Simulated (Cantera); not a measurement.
Equilibrium for silicon carbide growth: (CH3)2SiCl2 + HCl + H2

A closed system holds: 1 mol (CH3)2SiCl2, 1.6 mol HCl, 14 mol H2, equilibrated at 1600 °C and 0.0280 bar.

Method: chemical equilibrium by Gibbs-energy minimisation in Cantera with the NASA 1993 tables (ideal gas, pure condensed phases). Candidate condensed phases: C, C6H6, C7H8, C8H18, Si, SiC; 109 gas species. The feed counts by its element totals alone. The tables' values for SiCl3, SiCl are old estimates; treat these amounts as uncertain. Rates play no part.

```yaml
x(H2): 0.817
x(HCl): 0.176
x(SiCl2): 0.00351
x(H): 0.00349
x(Cl): 0.000568
x(C2H2 (acetylene)): 0.000255
x(SiCl3): 4.24e-5
x(SiCl): 1.94e-5
x(CH4): 1.14e-5
n(C(graphite)): 1.06 mol
n(SiC(s)): 0.930 mol
gas_amount: 19.64 mol
log10 activity of Si(l) (absent): -1.48
```
